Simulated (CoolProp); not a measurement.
Vapour pressure (kPa) of octamethylcyclotetrasiloxane (D4): the reference equation beside estimates from Tc = 586.5 K, pc = 1347 kPa, ω = 0.598.

Values from CoolProp's reference Helmholtz-energy equation of state, Thol 2015.

```
T (K)  reference  Lee-Kesler  Redlich-Kwong
-----  ---------  ----------  -------------
456.3      121.8       121.6          270.8
471.3      173.1       172.8          342.0
486.2      239.0       238.7          424.5
501.2          …           …          520.3
516.1      428.0       428.0          629.0
531.1      558.1           …              …
546.1      717.2       719.1              …
561        909.7       913.3              …
576         1146        1151           1217
```

Task: Fill in the missing entries.

Result: 
- 501.2, reference: 323.3
- 501.2, Lee-Kesler: 323.1
- 531.1, Lee-Kesler: 558.7
- 531.1, Redlich-Kwong: 752.7
- 546.1, Redlich-Kwong: 891.7
- 561, Redlich-Kwong: 1046

Absolute difference from the reference over all 9 rows, mean and median: Lee-Kesler 0.2 and 0.2 %, Redlich-Kwong 54.0 and 47.0 %.
